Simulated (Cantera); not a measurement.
Charge: 1 mol CH4, 0.01 mol NH3, held at 0.000150 bar.

Cantera equilibrium calculation (NASA polynomials, part measured and part estimated; ideal gas, pure solids and liquids). Candidate condensed phases: C, C6H6, C7H8, C8H18; 92 gas species. Equilibrium is a limit: real reactors are often held back by kinetics, nucleation or transport. All values below are at 1548 K.

Base state: H2 0.995, H 0.00251, N2 0.00244, HCN 7.22e-5, C2H2 (acetylene) 1.56e-5 (mole fractions); condensed: C(graphite).

Question: What changes in the equilibrium state with this change: NH3 from 0.01 to 0.19 mol?

Answer: 
```
species            before     after
----------------  -------  --------
H2                  0.995     0.958
N2                0.00244    0.0397
H                 0.00251   0.00246
HCN               7.22e-5  0.000286
C2H2 (acetylene)  1.56e-5   1.50e-5
C(graphite), mol    1.000     0.999
```
